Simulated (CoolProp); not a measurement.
Properties of R1234yf along the isotherm 271.4 K.

Model: reference Helmholtz-energy equation of state, Lemmon 2022, in CoolProp.

```json
[
 {"p (kPa)": "16.1", "phase": "gas", "cp (kJ/(kg K))": "0.8411", "Joule-Thomson coefficient (K/MPa)": "24.33", "conductivity (mW/(m K))": "11.7"},
 {"p (kPa)": "28.5", "phase": "gas", "cp (kJ/(kg K))": "0.8437", "Joule-Thomson coefficient (K/MPa)": "24.44", "conductivity (mW/(m K))": "11.6"},
 {"p (kPa)": "50.8", "phase": "gas", "cp (kJ/(kg K))": "0.8483", "Joule-Thomson coefficient (K/MPa)": "24.65", "conductivity (mW/(m K))": "11.6"},
 {"p (kPa)": "90.3", "phase": "gas", "cp (kJ/(kg K))": "0.8570", "Joule-Thomson coefficient (K/MPa)": "25.04", "conductivity (mW/(m K))": "11.6"},
 {"p (kPa)": "161", "phase": "gas", "cp (kJ/(kg K))": "0.8741", "Joule-Thomson coefficient (K/MPa)": "25.80", "conductivity (mW/(m K))": "11.6"},
 {"p (kPa)": "285", "phase": "gas", "cp (kJ/(kg K))": "0.9103", "Joule-Thomson coefficient (K/MPa)": "27.37", "conductivity (mW/(m K))": "11.5"},
 {"p (kPa)": "508", "phase": "liquid", "cp (kJ/(kg K))": "1.293", "Joule-Thomson coefficient (K/MPa)": "-0.1813", "conductivity (mW/(m K))": "72.2"},
 {"p (kPa)": "903", "phase": "liquid", "cp (kJ/(kg K))": "1.290", "Joule-Thomson coefficient (K/MPa)": "-0.1865", "conductivity (mW/(m K))": "72.4"},
 {"p (kPa)": "1610", "phase": "liquid", "cp (kJ/(kg K))": "1.286", "Joule-Thomson coefficient (K/MPa)": "-0.1954", "conductivity (mW/(m K))": "72.9"},
 {"p (kPa)": "2850", "phase": "liquid", "cp (kJ/(kg K))": "1.279", "Joule-Thomson coefficient (K/MPa)": "-0.2097", "conductivity (mW/(m K))": "73.6"},
 {"p (kPa)": "5080", "phase": "liquid", "cp (kJ/(kg K))": "1.268", "Joule-Thomson coefficient (K/MPa)": "-0.2323", "conductivity (mW/(m K))": "75.0"}
]
```

Thermal conductivity comes from a separate model (Perkins 2011).
